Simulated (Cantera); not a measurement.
# Roasting and sulfation: Fe2O3 + SO2 + CO2 + H2S

Input: 1 mol Fe2O3, 2.3 mol SO2, 0.035 mol CO2, 2.6 mol H2S, at 1000 Pa.

Equilibrium computed with Cantera from the NASA thermochemical tables; the gas is ideal and each condensed phase is pure. Candidate condensed phases: C, C6H6, C7H8, C8H18, Fe, Fe(CO)5, FeO, Fe(OH)2, Fe(OH)3, FeS, FeSO4, FeS2, Fe2O3, Fe2(SO4)3, Fe3O4, H2O, H2SO4, S; 127 gas species. Metal and sulfide melt together well below either melting point, which pure phases cannot show. Mutual solubility and eutectic melting of coexisting phases are not modelled. The tables' stoichiometric FeO is somewhat more stable than real wüstite, so its field is too wide. FeO, FeS: taken at fixed stoichiometry. Kinetics and transport are ignored.

```json
[
 {"T (°C)": "1075", "x H2O": "0.419", "x SO2": "0.376", "x S2": "0.149", "x H2": "0.0332", "x SO": "0.00346", "x H2S": "0.0105", "x SH": "0.000581", "n FeO(s)": "0.992", "n FeS(s)": "1.01", "n FeO(l)": "0"},
 {"T (°C)": "1175", "x H2O": "0.376", "x SO2": "0.311", "x S2": "0.226", "x H2": "0.0558", "x SO": "0.00737", "x H2S": "0.0125", "x SH": "0.00147", "n FeO(s)": "1.72", "n FeS(s)": "0.280", "n FeO(l)": "0"},
 {"T (°C)": "1275", "x H2O": "0.345", "x SO2": "0.290", "x S2": "0.249", "x H2": "0.0787", "x SO": "0.0140", "x H2S": "0.0114", "x SH": "0.00273", "n FeO(s)": "2.00", "n FeS(s)": "0", "n FeO(l)": "0"},
 {"T (°C)": "1375", "x H2O": "0.320", "x SO2": "0.293", "x S2": "0.238", "x H2": "0.100", "x SO": "0.0246", "x H2S": "0.00925", "x SH": "0.00427", "n FeO(s)": "2.00", "n FeS(s)": "0", "n FeO(l)": "0"},
 {"T (°C)": "1475", "x H2O": "0.294", "x SO2": "0.293", "x S2": "0.225", "x H2": "0.122", "x SO": "0.0402", "x H2S": "0.00747", "x SH": "0.00623", "n FeO(s)": "0", "n FeS(s)": "0", "n FeO(l)": "2.00"},
 {"T (°C)": "1575", "x H2O": "0.267", "x SO2": "0.290", "x S2": "0.208", "x H2": "0.142", "x SO": "0.0616", "x H2S": "0.00598", "x SH": "0.00852", "n FeO(s)": "0", "n FeS(s)": "0", "n FeO(l)": "1.99"},
 {"T (°C)": "1675", "x H2O": "0.240", "x SO2": "0.282", "x S2": "0.187", "x H2": "0.158", "x SO": "0.0886", "x H2S": "0.00468", "x SH": "0.0109", "n FeO(s)": "0", "n FeS(s)": "0", "n FeO(l)": "1.96"}
]
```
x: gas mole fraction; n: condensed amount in mol.

From 1075 °C to 1175 °C the condensed part is FeO(s) + FeS(s). From 1275 °C to 1375 °C the condensed part is FeO(s). From 1475 °C to 1675 °C the condensed part is FeO(l). The main Fe-bearing gas is Fe(OH)2 at 1075 °C and Fe at 1675 °C.
